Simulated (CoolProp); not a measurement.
Vapour-liquid equilibrium of R125 (1) + R236FA (2) at 186.7 K; x and y are mole fractions of (1).

Computed with CoolProp (multi-fluid Helmholtz-energy mixture model, Lemmon 2005 and Pan 2012; pair parameters Bell 2016).

```
x     bubble pressure (bar)  y at the bubble point  dew pressure at overall composition x (bar)  liquid density (mol/L)
----  ---------------------  ---------------------  -------------------------------------------  ----------------------
0.05               0.008677                  0.614                                     0.003704                   11.22
0.15                0.01862                  0.838                                     0.004123                   11.45
0.25                0.02819                  0.905                                     0.004649                   11.69
0.35                0.03748                  0.938                                     0.005330                   11.93
0.45                0.04657                  0.957                                     0.006243                   12.18
0.55                0.05556                  0.970                                     0.007535                   12.44
0.65                0.06450                  0.980                                     0.009498                   12.70
0.75                0.07345                  0.987                                      0.01284                   12.98
0.85                0.08247                  0.993                                      0.01981                   13.26
0.95                0.09161                  0.998                                      0.04283                   13.55
```

No azeotrope shows between x = 0.05 and 0.95.

The pair parameters rest on a limited set of measurements; away from them the model extrapolates.
